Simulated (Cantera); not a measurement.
A closed system holds: 1 mol Si, 0.51 mol Br₂, 58 mol N₂, equilibrated at 1.33 mbar.

Equilibrium computed with Cantera from the NASA thermochemical tables; the gas is ideal and each condensed phase is pure. Candidate condensed phases: Br₂, Si, Si₃N₄; 13 gas species. N₂ is the only nitrogen source here; it is nearly inert below about 1500 K, so the nitride shown seldom forms there in practice. The tables' values for SiBr₃ are old estimates; treat these amounts as uncertain. Kinetics and transport are ignored.

log p: log10 of the partial pressure in bar; n: condensed amount in mol.

```
T (°C)  log p N₂  log p Br  log p SiBr₂  log p SiBr₄  log p SiBr₃  n Si₃N₄(s)
------  --------  --------  -----------  -----------  -----------  ----------
625        -2.88     -7.71        -9.64        -5.23        -8.82       0.248
675        -2.88     -7.24        -8.79        -5.23        -8.30       0.249
725        -2.88     -6.81        -8.04        -5.23        -7.83       0.249
775        -2.88     -6.43        -7.36        -5.24        -7.42       0.249
825        -2.88     -6.09        -6.74        -5.26        -7.05       0.250
875        -2.88     -5.78        -6.20        -5.30        -6.73       0.249
925        -2.88     -5.51        -5.73            ?        -6.49       0.245
975        -2.88     -5.30        -5.38            ?        -6.38       0.235
1025       -2.88     -5.17        -5.19            ?        -6.48       0.225
1075       -2.88     -5.12        -5.14            ?        -6.75       0.222
1125       -2.88     -5.09        -5.13            ?        -7.08       0.224
```

Problem. Some entries are withheld; supply them.

Solution. 
- 925, log p SiBr₄: -5.41
- 975, log p SiBr₄: -5.65
- 1025, log p SiBr₄: -6.15
- 1075, log p SiBr₄: -6.84
- 1125, log p SiBr₄: -7.58
